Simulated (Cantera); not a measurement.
A closed system holds: 1 mol SiHCl₃, 4.1 mol N₂, equilibrated at 1748.15 K and 350 Pa.

These are equilibrium values from Cantera (NASA tables, ideal gas, pure condensed phases), not measurements of a reactor. Candidate condensed phases: NH₄Cl, Si, Si₃N₄; 28 gas species. The tables' values for SiCl₃, SiCl are old estimates; treat these amounts as uncertain. Kinetics and transport are ignored.

Base state: N₂ 0.674, SiCl₂ 0.154, HCl 0.148, SiCl₃ 0.00956, H₂ 0.00808, Cl 0.00491, SiCl₄ 0.00106, H 0.000348 (mole fractions); condensed: gas only.

Problem. What changes in the equilibrium state with this change: N₂ from 4.1 to 51 mol?

Solution. 
```
species   before     after
-------  -------  --------
N₂         0.674     0.962
SiCl₂      0.154    0.0184
HCl        0.148    0.0169
SiCl₄    0.00106   1.41e-5
SiHCl₃   1.27e-5   1.74e-7
SiCl₃    0.00956  0.000382
H₂       0.00808  0.000942
Cl       0.00491   0.00164
```

Problem. What changes in the equilibrium state with this change: temperature from 1748.15 K to 825 K?

Solution. 
```json
[
 {"species": "N₂", "before": "0.674", "after": "0.726"},
 {"species": "HCl", "before": "0.148", "after": "0.144"},
 {"species": "SiCl₄", "before": "0.00106", "after": "0.107"},
 {"species": "SiCl₂", "before": "0.154", "after": "5.92e-9"},
 {"species": "H₂", "before": "0.00808", "after": "0.0233"},
 {"species": "Cl", "before": "0.00491", "after": "<1e-9"},
 {"species": "H", "before": "0.000348", "after": "<1e-9"},
 {"species": "SiCl", "before": "8.21e-5", "after": "<1e-9"},
 {"species": "SiCl₃", "before": "0.00956", "after": "2.68e-6"},
 {"species": "Si₃N₄(s), mol", "before": "0", "after": "0.146"}
]
```
N₂ is the only nitrogen source here; it is nearly inert below about 1500 K, so the nitride shown seldom forms there in practice.
